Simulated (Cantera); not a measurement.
A closed system holds: 1 mol SiC, a varied amount of N₂O, 32 mol N₂, at 1600 K and 1.33 mbar.

Cantera equilibrium calculation (NASA polynomials, part measured and part estimated; ideal gas, pure solids and liquids). Candidate condensed phases: C, Si, SiC, SiO₂, Si₂N₂O, Si₃N₄; 34 gas species. Mutual solubility and eutectic melting of coexisting phases are not modelled. The numbers say what is thermodynamically allowed, not how fast it happens.

**Question.** At 0.73 mol N₂O, list the 4 most abundant gas species with their mole fractions, and the condensed phases.

**Answer.** N₂ 0.980, CO 0.0117, SiO 0.00863, Si 1.23e-5. Condensed: SiC(s) + Si₂N₂O(s).
